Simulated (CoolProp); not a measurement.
Vapour pressure (MPa) of sulfur dioxide: the reference equation beside estimates from Tc = 157.5 °C, pc = 7.887 MPa, ω = 0.256.

Computed with CoolProp (reference Helmholtz-energy equation of state, Gao 2016).

```json
[
 {"T (°C)": "-60.85", "reference": "0.005410", "van der Waals": "0.1990", "Soave-Redlich-Kwong": "0.005332", "Peng-Robinson": "0.005786"},
 {"T (°C)": "-35.65", "reference": "0.02782", "van der Waals": "0.4138", "Soave-Redlich-Kwong": "0.02744", "Peng-Robinson": "0.02867"},
 {"T (°C)": "-10.45", "reference": "0.09936", "van der Waals": "0.7533", "Soave-Redlich-Kwong": "0.09846", "Peng-Robinson": "0.1003"},
 {"T (°C)": "14.75", "reference": "0.2745", "van der Waals": "1.245", "Soave-Redlich-Kwong": "0.2735", "Peng-Robinson": "0.2742"},
 {"T (°C)": "39.95", "reference": "0.6293", "van der Waals": "1.913", "Soave-Redlich-Kwong": "0.6306", "Peng-Robinson": "0.6261"},
 {"T (°C)": "65.15", "reference": "1.258", "van der Waals": "2.778", "Soave-Redlich-Kwong": "1.267", "Peng-Robinson": "1.252"},
 {"T (°C)": "90.35", "reference": "2.268", "van der Waals": "3.857", "Soave-Redlich-Kwong": "2.294", "Peng-Robinson": "2.264"},
 {"T (°C)": "115.55", "reference": "3.781", "van der Waals": "5.166", "Soave-Redlich-Kwong": "3.833", "Peng-Robinson": "3.791"}
]
```

Absolute difference from the reference over all 8 rows, mean and median: van der Waals 801.1 and 278.8 %, Soave-Redlich-Kwong 0.9 and 1.0 %, Peng-Robinson 1.6 and 0.5 %.
